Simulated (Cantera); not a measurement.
A Cantera script and its output.

```python
import numpy as np
import cantera as ct

gas = ct.Solution("gri30.yaml")


def delay(T, t_max=10):
    gas.TPX = T, 40000, {'CH4': 1, 'C2H6': 0.039, 'O2': 5.34, 'N2': 20.1}
    reactor = ct.IdealGasReactor(gas, clone=False)
    net = ct.ReactorNet([reactor])
    net.rtol, net.atol = 1e-8, 1e-16
    while net.time < t_max:
        t_old, T_old = net.time, reactor.T
        net.step()
        if reactor.T > T + 400:  # ignition: a rise of 400 K
            return t_old + (T + 400 - T_old) / (reactor.T - T_old) * (net.time - t_old)
    return np.nan


taus = []
for T in [1025, 1125, 1225, 1325, 1425, 1525, 1625]:
    taus.append(delay(T))
    print(f"T0 = {T:6g} K   tau = {taus[-1]:.4e} s")
```

Output:

```
T0 =   1025 K   tau = 2.7326e-01 s
T0 =   1125 K   tau = 5.9487e-02 s
T0 =   1225 K   tau = 1.4532e-02 s
T0 =   1325 K   tau = 4.0482e-03 s
T0 =   1425 K   tau = 1.3438e-03 s
T0 =   1525 K   tau = 5.4513e-04 s
T0 =   1625 K   tau = 2.6526e-04 s
```

Detailed kinetics in Cantera: GRI-Mech 3.0 (53 species, 325 reactions).
